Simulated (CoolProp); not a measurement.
Cyclopropane at several states: fugacity coefficient from the reference equation and from simpler models built on Tc = 125.5 °C, pc = 5.605 MPa, ω = 0.131; each cubic takes its own stable root.

The numbers come from the reference Helmholtz-energy equation of state, Polt 1992 in CoolProp. This equation is an older, rougher fit; its heat capacities, sound speeds and derivatives of the liquid may be far off and weren't checked against measurements.

```json
[
 {"T (°C)": "29.15", "p (MPa)": "0.0823", "phase": "gas", "reference": "0.9876", "van der Waals": "0.9916", "Soave-Redlich-Kwong": "0.9888"},
 {"T (°C)": "102.35", "p (MPa)": "26.6", "phase": "liquid", "reference": "?", "van der Waals": "?", "Soave-Redlich-Kwong": "?"},
 {"T (°C)": "92.85", "p (MPa)": "0.778", "phase": "gas", "reference": "?", "van der Waals": "?", "Soave-Redlich-Kwong": "0.9391"},
 {"T (°C)": "115.65", "p (MPa)": "0.0347", "phase": "gas", "reference": "0.9977", "van der Waals": "0.9980", "Soave-Redlich-Kwong": "0.9977"}
]
```

Q: What belongs in the gaps?

A: 
- 102.35, reference: 0.1851
- 102.35, van der Waals: 0.2727
- 102.35, Soave-Redlich-Kwong: 0.1997
- 92.85, reference: 0.9379
- 92.85, van der Waals: 0.9496
